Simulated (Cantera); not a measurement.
What does this Cantera script print?

```python
import numpy as np
import cantera as ct

gas = ct.Solution("gri30.yaml")


def delay(T, t_max=10):
    gas.TPX = T, 59000, {'CH4': 1, 'CO': 0.043, 'O2': 1.84, 'N2': 6.91, 'H2': 0.39}
    reactor = ct.IdealGasConstPressureReactor(gas, clone=False)
    net = ct.ReactorNet([reactor])
    net.rtol, net.atol = 1e-8, 1e-16
    while net.time < t_max:
        t_old, T_old = net.time, reactor.T
        net.step()
        if reactor.T > T + 400:  # ignition: a rise of 400 K
            return t_old + (T + 400 - T_old) / (reactor.T - T_old) * (net.time - t_old)
    return np.nan


taus = []
for T in [1125, 1175, 1225, 1275, 1325, 1375, 1425, 1475, 1525, 1575]:
    taus.append(delay(T))
    print(f"T0 = {T:6g} K   tau = {taus[-1]:.4e} s")
```

Result:

```
T0 =   1125 K   tau = 1.2301e-02 s
T0 =   1175 K   tau = 7.4170e-03 s
T0 =   1225 K   tau = 4.5574e-03 s
T0 =   1275 K   tau = 2.8649e-03 s
T0 =   1325 K   tau = 1.8486e-03 s
T0 =   1375 K   tau = 1.2275e-03 s
T0 =   1425 K   tau = 8.3970e-04 s
T0 =   1475 K   tau = 5.9143e-04 s
T0 =   1525 K   tau = 4.2789e-04 s
T0 =   1575 K   tau = 3.1688e-04 s
```

Detailed kinetics in Cantera: GRI-Mech 3.0 (53 species, 325 reactions).
